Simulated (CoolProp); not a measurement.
Vapour-liquid equilibrium of carbon dioxide (1) + R123 (2) at 247 K; x and y are mole fractions of (1).

The numbers come from the multi-fluid Helmholtz-energy mixture model, Span 1996 and Younglove 1994; pair parameters Bell 2016 in CoolProp.

Question: Give the bubble pressure and the first vapour's composition at x = 0.75, 0.85, 0.95. Is there an azeotrope?

Answer: x = 0.75: 1.107 MPa, y = 0.997; x = 0.85: 1.312 MPa, y = 0.999; x = 0.95: 1.519 MPa, y = 1.000. No azeotrope shows between x = 0.05 and 0.95.

The pair parameters rest on a limited set of measurements; away from them the model extrapolates.
